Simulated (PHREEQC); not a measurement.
Consider water at 25 °C with 0.06 mol/kgw Sr(OH)2. Closed to the air; pH follows from the charge balance.

Computed with PHREEQC (ion-association model, phreeqc.dat).

Each row changes one thing in this solution. No solid was allowed to form.

| case | pH | ionic strength (mol/kgw) | SrOH+ (mol/kgw) |
|---|---|---|---|
| as made | 12.90 | 0.161 | 0.00938 |
| temperature from 25 to 80 °C | 11.51 | … | 0.000400 |
| 0.0017 mol/kgw KOH added | 12.91 | 0.163 | 0.00947 |
| diluted 100-fold with water | 11.05 | … | … |
| diluted 5-fold with water | 12.28 | 0.0346 | 0.000688 |
| Sr(OH)2 replaced by SrCl2 at the same molality | 6.95 | 0.180 | 1.23e-8 |
| Sr(OH)2 replaced by Sr(NO3)2 at the same molality | 6.95 | 0.180 | 1.23e-8 |

**Question.** Some entries are withheld; supply them.

**Answer.** 
- temperature from 25 to 80 °C, ionic strength (mol/kgw): 0.179
- diluted 100-fold with water, ionic strength (mol/kgw): 0.00179
- diluted 100-fold with water, SrOH+ (mol/kgw): 3.01e-6

At this temperature some constants are extrapolated from 25 °C, and those without enthalpy data are left unchanged.
